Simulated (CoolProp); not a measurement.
A single-stage vapour-compression cycle with C2F6 (R116): evaporating at 207.15 K (dew point), condensing at 236.15 K (bubble point), superheat 8 K, subcooling 0 K, compressor efficiency 0.8, no pressure losses. Each further row changes one setting.

The numbers come from the reference Helmholtz-energy equation of state, Lemmon 2006 in CoolProp. It is a short technical equation, of lower accuracy than the large ones.

```csv
case,cooling COP,pressure ratio,discharge temperature (K),refrigerating effect (kJ/kg),volumetric capacity (kJ/m³)
as stated,?,3.23,248.8,87.1,1330
evaporating temperature 212.15 K,?,2.58,247.7,89.7,?
condensing temperature 231.15 K,5.96,2.70,243.4,92.4,1410
subcooling 5 K,5.04,3.23,248.8,92.4,1410
superheat 18 K,?,3.23,?,?,1350
compressor efficiency 0.7,?,3.23,?,87.1,1330
```

Some entries are withheld; supply them.


- as stated, cooling COP: 4.75
- evaporating temperature 212.15 K, cooling COP: 6.05
- evaporating temperature 212.15 K, volumetric capacity (kJ/m³): 1700
- superheat 18 K, cooling COP: 4.82
- superheat 18 K, discharge temperature (K): 259.0
- superheat 18 K, refrigerating effect (kJ/kg): 93.7
- compressor efficiency 0.7, cooling COP: 4.15
- compressor efficiency 0.7, discharge temperature (K): 252.3
